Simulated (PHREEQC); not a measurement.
HCl is added in steps, without added water, to 1 kg of water holding 0.014 mol/kgw KOH, 0.00066 mol/kgw KNO3 and 0.0047 mol/kgw CuSO4, at 25 °C. Oxygen is held at 0.21 atm. The system is closed to CO2. Only these solids could form: Cu(OH)2, Brochantite, Antlerite, Atacamite, Cu2(OH)3NO3, Chalcanthite.

Base run: PHREEQC, ion-association model, wateq4f.dat. Each further column changes one thing. The table gives pH.

```csv
HCl added (mol),base,KNO3 from 0.00066 to 0.000594 mol/kgw,CuSO4 from 0.0047 to 0.047 mol/kgw,temperature from 25 to 45 °C,no solid may form
0,11.60,11.60,4.14,11.01,11.59
0.0015,11.43,11.43,4.13,10.83,[?]
0.003,11.14,11.14,4.12,10.55,[?]
0.00375,10.87,10.87,4.12,10.27,[?]
0.00525,8.30,8.30,4.11,7.00,8.02
0.00675,8.26,8.27,4.10,7.00,7.60
0.00825,5.27,5.27,4.10,5.20,7.26
0.00975,5.07,5.07,4.09,4.94,6.91
0.01125,4.94,4.94,4.08,4.79,[?]
0.012,4.88,4.88,4.08,4.73,[?]
0.0135,4.79,4.79,[?],4.64,5.93
0.015,3.13,3.13,[?],3.17,3.13
```

Task: What belongs in the gaps?

Result: 
- 0.0015, no solid may form: 11.42
- 0.003, no solid may form: 11.13
- 0.00375, no solid may form: 10.86
- 0.01125, no solid may form: 6.57
- 0.012, no solid may form: 6.40
- 0.0135, CuSO4 from 0.0047 to 0.047 mol/kgw: 4.07
- 0.015, CuSO4 from 0.0047 to 0.047 mol/kgw: 3.38

The database's constant for dissolved Cu(OH)2 is higher than later reviews accept.  At this temperature some constants are extrapolated from 25 °C, and those without enthalpy data are left unchanged. In at least one series the solution becomes supersaturated in solids that the run did not let form, among them Cu(OH)2, Brochantite, Antlerite, Atacamite, Cu2(OH)3NO3.
